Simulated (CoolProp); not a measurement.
Vapour-liquid equilibrium of CHF3 (R23) (1) + R113 (2) at 275.5 K; x and y are mole fractions of (1).

The numbers come from the multi-fluid Helmholtz-energy mixture model, Penoncello 2003 and Marx 1992; pair parameters Bell 2016 in CoolProp.

```tsv
x	bubble pressure, mixture model (MPa)	bubble pressure, Raoult's law (MPa)	y, mixture model	y, Raoult's law
0.05	0.2206	0.1489	0.921	0.893
0.125	0.5516	0.3469	0.967	0.958
0.2	(withheld)	0.5449	0.978	0.975
0.275	1.183	0.7430	(withheld)	0.984
0.35	1.433	0.9410	(withheld)	0.988
0.425	(withheld)	1.139	0.987	0.991
0.5	1.763	1.337	0.987	0.994
0.575	(withheld)	1.535	0.988	0.995
0.65	(withheld)	1.733	0.989	0.997
0.725	2.025	1.931	0.989	0.998
0.8	2.126	2.129	0.990	0.998
0.875	(withheld)	2.327	0.992	0.999
0.95	2.469	2.525	0.996	1.000
```

Q: Fill in the missing entries.

A: 
- 0.2, bubble pressure, mixture model (MPa): 0.8825
- 0.275, y, mixture model: 0.983
- 0.35, y, mixture model: 0.985
- 0.425, bubble pressure, mixture model (MPa): 1.624
- 0.575, bubble pressure, mixture model (MPa): 1.863
- 0.65, bubble pressure, mixture model (MPa): 1.944
- 0.875, bubble pressure, mixture model (MPa): 2.266

The largest gap from Raoult's law is +62.0 % in bubble pressure, at x = 0.2. No azeotrope shows between x = 0.05 and 0.95.

Pair parameters are fitted to limited data, so mixtures are less certain than the pure fluids. The gap from Raoult's law changes sign with composition, which may be real or a fault of the pair parameters; it wasn't checked against measurements. With so large a gap from Raoult's law the liquid may split in two, which this calculation doesn't test in full.
